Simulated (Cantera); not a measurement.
Charge: 1 mol n-butane, 0.43 mol NH3, 98 mol H2, held at 24.0 bar.

Method: chemical equilibrium by Gibbs-energy minimisation in Cantera with the NASA 1993 tables (ideal gas, pure condensed phases). Candidate condensed phases: C, C6H6, C7H8, C8H18; 92 gas species. Rates play no part.

x: gas mole fraction; n: condensed amount in mol.

| T (K) | x H2 | x CH4 | x N2 | x HCN | n C(graphite) |
|---|---|---|---|---|---|
| 1273 | 0.958 | 0.0401 | 0.00208 | 1.38e-6 | 0 |
| 1323 | 0.958 | 0.0400 | 0.00209 | 3.07e-6 | 0 |
| 1373 | 0.958 | 0.0400 | 0.00210 | 6.43e-6 | 0 |
| 1423 | 0.958 | 0.0400 | 0.00211 | 1.28e-5 | 0 |
| 1473 | 0.958 | 0.0400 | 0.00211 | 2.42e-5 | 0 |
| 1523 | 0.958 | 0.0399 | 0.00210 | 4.38e-5 | 0 |
| 1573 | 0.958 | 0.0398 | 0.00209 | 7.60e-5 | 0 |
| 1623 | 0.965 | 0.0331 | 0.00206 | 0.000105 | 0.638 |
| 1673 | 0.970 | (withheld) | 0.00203 | (withheld) | (withheld) |
| 1723 | 0.975 | 0.0229 | 0.00200 | 0.000183 | 1.61 |
| 1773 | 0.978 | (withheld) | 0.00197 | (withheld) | (withheld) |
| 1823 | 0.981 | 0.0165 | 0.00193 | 0.000299 | 2.22 |
| 1873 | 0.983 | 0.0141 | 0.00189 | 0.000373 | 2.42 |

Some entries are withheld; supply them.


- 1773, x CH4: 0.0194
- 1773, x HCN: 0.000236
- 1773, n C(graphite): 1.95
- 1673, x CH4: 0.0274
- 1673, x HCN: 0.000140
- 1673, n C(graphite): 1.18
